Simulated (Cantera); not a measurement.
What does this Cantera script print?

```python
import numpy as np
import cantera as ct

gas = ct.Solution("gri30.yaml")


def delay(T, t_max=10):
    gas.TPX = T, 95000, {'CO': 1, 'H2': 0.83, 'CH4': 0.24, 'O2': 2.79, 'N2': 7.25}
    reactor = ct.IdealGasConstPressureReactor(gas, clone=False)
    net = ct.ReactorNet([reactor])
    net.rtol, net.atol = 1e-8, 1e-16
    while net.time < t_max:
        t_old, T_old = net.time, reactor.T
        net.step()
        if reactor.T > T + 400:  # ignition: a rise of 400 K
            return t_old + (T + 400 - T_old) / (reactor.T - T_old) * (net.time - t_old)
    return np.nan


taus = []
for T in [1273, 1373, 1473, 1573, 1673, 1773, 1873, 1973, 2073]:
    taus.append(delay(T))
    print(f"T0 = {T:6g} K   tau = {taus[-1]:.4e} s")
```

Output:

```
T0 =   1273 K   tau = 6.4100e-05 s
T0 =   1373 K   tau = 4.3052e-05 s
T0 =   1473 K   tau = 3.2840e-05 s
T0 =   1573 K   tau = 2.7483e-05 s
T0 =   1673 K   tau = 2.4799e-05 s
T0 =   1773 K   tau = 2.3883e-05 s
T0 =   1873 K   tau = 2.4384e-05 s
T0 =   1973 K   tau = 2.6194e-05 s
T0 =   2073 K   tau = 2.9288e-05 s
```

Computed with Cantera and GRI-Mech 3.0 (53 species, 325 reactions). Where the delays flatten at high temperature, the 400 K rule measures the pace of heat release, not the induction time.
